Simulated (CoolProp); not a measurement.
Model: reference Helmholtz-energy equation of state, Lemmon 2006, in CoolProp. It is a short technical equation, of lower accuracy than the large ones.

Q: Give the vapour pressure (kPa), liquid density (kg/m³), liquid conductivity (mW/(m K)) of saturated R142b at 242.9, 340.5, 356.8 K.

A: 
| T (K) | p (kPa) | liquid density (kg/m³) | liquid conductivity (mW/(m K)) |
|---|---|---|---|
| 242.9 | 39.4 | 1240 | 102 |
| 340.5 | 1040 | 992 | 67.2 |
| 356.8 | 1490 | 937 | 62.2 |

Thermal conductivity comes from a separate model (Huber 2003), an estimate that may be off by 10 % or more.
